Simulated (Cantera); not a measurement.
Input (Python, Cantera) and output of one run.

```python
import numpy as np
import cantera as ct

gas_names = """
    H HNO HNO2 HNO3 HO2 H2 H2O H2O2 N NH NH2 NH3 NH2OH NO NO2 NO3 N2 N2H2 N2H4 N2O O OH O2 O3 Si SiH
    SiH2 SiH3 SiH4 SiN SiO SiO2 Si2 Si2N Si3
""".split()
cond_names = """
    H2O(s) H2O(L) Si(cr) Si(L) SiO2(Lqz) SiO2(hqz) SiO2(L) Si2N2O(s) Si3N4(a)
""".split()


# ... load() reads the species with a 1 bar reference pressure and builds the phases ...
atoms = {
    'Si2H6': {'Si': 2, 'H': 6},
    'NO': {'N': 1, 'O': 1},
}
top_T = {'Si2N2O(s)': 2100, 'Si3N4(a)': 2400}  # K; cautious upper limits of use, not melting points


# ... equilibrate(T, P, feed) seeds the gas with the atoms and calls Mixture.equilibrate('TP', solver="vcs", rtol=1e-11, max_steps=5000) ...
results = []
feed = {'Si2H6': 1, 'NO': 0.44}  # mol
P = 1000  # Pa
for T in [873, 973, 1073, 1173, 1273, 1373, 1473, 1573, 1673, 1773, 1873, 1973, 2073]:
    mix = equilibrate(T, P, feed)
    results.append((T, P, feed, dict(zip(mix.species_names, mix.species_moles))))
    x = sorted(zip(gas.X, gas.species_names), reverse=True)
    print(f"T = {T:g} K  P = {P:g} Pa  gas = {mix.phase_moles(0):.4g} mol")
    print("   x: " + "  ".join(f"{s} {v:.3e}" for v, s in x if v > 1e-05))
    print("   condensed (mol): " + ("  ".join(f"{mix.phase(i).name} {mix.phase_moles(i):.4g}"
          for i in range(1, mix.n_phases) if mix.phase_moles(i) > 1e-12) or "none"))
```

Output:

```
T = 873 K  P = 1000 Pa  gas = 3 mol
   x: H2 1.000e+00
   condensed (mol): Si(cr) 1.45  SiO2(hqz) 0.11  Si2N2O(s) 0.22
T = 973 K  P = 1000 Pa  gas = 3 mol
   x: H2 1.000e+00
   condensed (mol): Si(cr) 1.45  SiO2(hqz) 0.11  Si2N2O(s) 0.22
T = 1073 K  P = 1000 Pa  gas = 3 mol
   x: H2 1.000e+00
   condensed (mol): Si(cr) 1.45  SiO2(hqz) 0.11  Si2N2O(s) 0.22
T = 1173 K  P = 1000 Pa  gas = 3 mol
   x: H2 1.000e+00  SiO 2.420e-05
   condensed (mol): Si(cr) 1.45  SiO2(hqz) 0.11  Si2N2O(s) 0.22
T = 1273 K  P = 1000 Pa  gas = 3.001 mol
   x: H2 9.996e-01  SiO 3.879e-04
   condensed (mol): Si(cr) 1.449  SiO2(hqz) 0.1094  Si2N2O(s) 0.22
T = 1373 K  P = 1000 Pa  gas = 3.012 mol
   x: H2 9.959e-01  SiO 4.114e-03  H 3.323e-05
   condensed (mol): Si(cr) 1.444  SiO2(hqz) 0.1038  Si2N2O(s) 0.22
T = 1473 K  P = 1000 Pa  gas = 3.097 mol
   x: H2 9.685e-01  SiO 3.140e-02  H 1.245e-04
   condensed (mol): Si(cr) 1.401  SiO2(hqz) 0.06138  Si2N2O(s) 0.22
T = 1573 K  P = 1000 Pa  gas = 3.221 mol
   x: H2 9.311e-01  SiO 6.842e-02  H 3.923e-04  N2 1.277e-04
   condensed (mol): Si(cr) 1.34  Si2N2O(s) 0.2196
T = 1673 K  P = 1000 Pa  gas = 3.255 mol
   x: H2 9.211e-01  SiO 7.267e-02  N2 5.087e-03  H 1.093e-03  Si 4.178e-05  SiH2 1.015e-05
   condensed (mol): Si(cr) 1.356  Si2N2O(s) 0.2034
T = 1773 K  P = 1000 Pa  gas = 3.666 mol
   x: H2 8.171e-01  SiO 1.200e-01  N2 6.001e-02  H 2.572e-03  Si 2.130e-04  SiH 2.377e-05  SiH2 2.016e-05
   condensed (mol): Si(L) 1.559
T = 1873 K  P = 1000 Pa  gas = 3.674 mol
   x: H2 8.135e-01  SiO 1.198e-01  N2 5.987e-02  H 5.821e-03  Si 8.818e-04  SiH 7.412e-05  SiH2 3.990e-05  Si2N 1.155e-05
   condensed (mol): Si(L) 1.556
T = 1973 K  P = 1000 Pa  gas = 3.695 mol
   x: H2 8.058e-01  SiO 1.191e-01  N2 5.952e-02  H 1.211e-02  Si 3.155e-03  SiH 2.049e-04  SiH2 7.321e-05  Si2 3.062e-05  Si2N 2.882e-05  SiN 2.139e-05
   condensed (mol): Si(L) 1.547
T = 2073 K  P = 1000 Pa  gas = 3.743 mol
   x: H2 7.895e-01  SiO 1.176e-01  N2 5.872e-02  H 2.337e-02  Si 9.968e-03  SiH 5.093e-04  SiH2 1.251e-04  Si2 1.224e-04  Si2N 6.534e-05  SiN 5.316e-05  Si3 2.533e-05
   condensed (mol): Si(L) 1.518
```

Method: chemical equilibrium by Gibbs-energy minimisation in Cantera with the NASA 1993 tables (ideal gas, pure condensed phases). The feed counts by its element totals alone. Mutual solubility and eutectic melting of coexisting phases are not modelled. The tables' values for SiN are old estimates; treat these amounts as uncertain. The tables hold silica as quartz up to 1696 K and as liquid above; real silica turns to tridymite and cristobalite and melts near 1996 K. Gases not in the tables: Si2H6 and higher silanes.
